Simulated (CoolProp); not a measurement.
The fluid at 298.15 K and 2.04 MPa (liquid) is heated at constant pressure to 331.7 K. The same conditions are run with several fluids, on thermodynamics alone (safety and materials aside).

The numbers come from the reference Helmholtz-energy equation of state of each fluid (carbonyl sulfide: Lemmon 2006; n-pentane: Thol 2019; R236FA: Pan 2012; neopentane: Lemmon 2006; tetradecamethylhexasiloxane (MD4M): Thol 2019) in CoolProp.

```csv
fluid,heat (kJ/kg),final phase,final density (kg/m³)
carbonyl sulfide,262,gas,55.0
n-pentane,80.1,liquid,590
R236FA,42.5,liquid,1250
neopentane,80.4,liquid,549
tetradecamethylhexasiloxane (MD4M),58.7,liquid,857
```
